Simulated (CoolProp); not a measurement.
Octamethyltrisiloxane (MDM) at several states: Z from the reference equation and from simpler models built on Tc = 565.4 K, pc = 1.438 MPa, ω = 0.528; each cubic takes its own stable root.

Computed with CoolProp (reference Helmholtz-energy equation of state, Thol 2017).

```tsv
T (K)	p (MPa)	phase	reference
419.8	0.0541	gas	0.9597
501.8	1.94	liquid	0.1896
491.7	1.96	liquid	0.1902
508.2	1.77	liquid	0.1746
450.3	0.118	gas	0.9304
```

Task: How far does each simpler model (Soave-Redlich-Kwong, Peng-Robinson) lie from the reference over these 5 states: mean and median of the absolute difference, and the worst?

Result: 
- Soave-Redlich-Kwong: mean 6.8 %, median 10.4 %, worst +11.8 % at 508.2 K and 1.77 MPa
- Peng-Robinson: mean 1.0 %, median 1.0 %, worst -2.3 % at 491.7 K and 1.96 MPa
